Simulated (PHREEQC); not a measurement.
Dissolve 0.0038 mol/kgw NaHCO3 and 0.00031 mol/kgw Na2HPO4 at 25 °C. Closed to the air; pH follows from the charge balance.

Model: ion-association model, phreeqc.dat, run in PHREEQC.

Precipitation was switched off in this run.

Problem. Predict the pH, specific conductance.

Solution. pH 8.34; specific conductance 399 µS/cm.

Problem. In which forms is P present?

Solution. HPO4-2 94 %, H2PO4- 5.5 %, NaHPO4- 0.6 % of the P.

Species that the database lacks are ignored.
